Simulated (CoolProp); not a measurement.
20 sccm (0 °C, 1 atm) of nitrogen bubbles through liquid water at 352.3 K and leaves saturated at a total pressure of 0.15 MPa (ideal gas phase). Each further row changes one setting.

Computed with CoolProp (reference Helmholtz-energy equation of state, Wagner 2002).

```
case                      vapour pressure (kPa)  mole fraction of vapour  delivery (mg/min)  delivery (sccm)  change of delivery for a bath 1 K warmer (%)
------------------------  ---------------------  -----------------------  -----------------  ---------------  --------------------------------------------
as stated                                  45.8                    0.305                  …             8.79                                           6.1
bath temperature 357.3 K                      …                        …               9.57             11.9                                           6.5
total pressure 0.3 MPa                     45.8                    0.153               2.90             3.60                                           4.9
```

### Question
Complete the blanks.

### Answer

- as stated, delivery (mg/min): 7.07
- bath temperature 357.3 K, vapour pressure (kPa): 56.0
- bath temperature 357.3 K, mole fraction of vapour: 0.373
